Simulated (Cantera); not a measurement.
Feed: 1 mol c-C4F8, 0.29 mol Si, equilibrated at 973 K and 0.133 bar.

Method: chemical equilibrium by Gibbs-energy minimisation in Cantera with the NASA 1993 tables (ideal gas, pure condensed phases). Candidate condensed phases: C, Si, SiC; 23 gas species. The feed counts by its element totals alone. Gases not in the tables: C2F6 and larger saturated fluorocarbons. Rates play no part.

Base state: CF4 0.855, SiF4 0.145 (mole fractions); condensed: C(graphite).

**Question.** What changes in the equilibrium state with this change: Si from 0.29 to 0.015 mol?

**Answer.** 
```tsv
species	before	after
CF4	0.855	0.993
SiF4	0.145	0.00750
C(graphite), mol	2.29	2.02
```
